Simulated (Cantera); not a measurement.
Charge: 1 mol SiF₄, 0.8 mol NO, held at 925 °C and 113 Torr.

These are equilibrium values from Cantera (NASA tables, ideal gas, pure condensed phases), not measurements of a reactor. Candidate condensed phases: Si, SiO₂, Si₂N₂O, Si₃N₄; 28 gas species. Rates play no part.

Base state: SiF₄ 0.556, N₂ 0.222, O₂ 0.222, NO 0.000105 (mole fractions); condensed: gas only.

Question: What changes in the equilibrium state with this change: 0.11 mol HCl added?

Answer: 
| species | before | after |
|---|---|---|
| SiF₄ | 0.556 | 0.515 |
| N₂ | 0.222 | 0.209 |
| O₂ | 0.222 | 0.200 |
| HF | 0 | 0.0351 |
| HCl | 0 | 0.0215 |
| Cl₂ | 0 | 0.0172 |
| Cl | 0 | 0.00157 |
| H₂O | 0 | 0.000484 |
| ClO | 0 | 1.08e-5 |
| NO | 0.000105 | 9.70e-5 |
| SiO₂(β-quartz), mol | 0 | 0.0168 |
The tables hold silica as quartz up to 1696 K and as liquid above; real silica turns to tridymite and cristobalite and melts near 1996 K. Further candidate phases: H₂O, NH₄Cl.
